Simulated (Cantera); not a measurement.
A closed system holds: 1 mol Cu, 0.71 mol F2, 2.7 mol N2, held at 1175 °C.

Equilibrium computed with Cantera from the NASA thermochemical tables; the gas is ideal and each condensed phase is pure. Candidate condensed phases: Cu, CuF2; 11 gas species. Each liquid is taken as pure. Mutual solubility and eutectic melting of coexisting phases are not modelled. Kinetics and transport are ignored.

log p: log10 of the partial pressure in bar; n: condensed amount in mol.

```tsv
P (Pa)	log p N2	log p CuF	log p CuF2	log p F	log p Cu	log p F2	log p Cu2	n CuF2(l)	n Cu(l)
1	-5.16	-5.69	-6.28	-6.26	-9.48	-13.19	<-17	0	0
3.60	-4.59	-5.19	-5.52	-6.01	-9.23	-12.69	<-16	0	0
13	…	…	…	-5.89	…	…	…	0	0
46	-3.48	-4.13	-4.30	-5.84	-8.34	-12.35	-14.77	0	0
170	…	…	…	-5.83	…	-12.32	…	0	0
600	-2.36	-3.03	-3.17	-5.82	-7.25	-12.31	-12.59	0	0
2200	-1.79	-2.46	-2.60	-5.82	-6.69	-12.31	-11.46	0	0
7700	-1.25	-1.92	-2.06	-5.82	-6.15	-12.30	-10.37	0	0
28000	-0.68	-1.35	-1.57	-5.90	-5.50	-12.46	-9.08	0.0697	0
100000	-0.03	-1.34	-1.57	-5.91	-5.48	<-12	-9.04	0.565	0.223
```

Problem. Some entries are withheld; supply them.

Solution. 
- 170, log p N2: -2.91
- 170, log p CuF: -3.57
- 170, log p CuF2: -3.72
- 170, log p Cu: -7.80
- 170, log p Cu2: -13.67
- 13, log p N2: -4.03
- 13, log p CuF: -4.67
- 13, log p CuF2: -4.88
- 13, log p Cu: -8.83
- 13, log p F2: -12.44
- 13, log p Cu2: -15.74
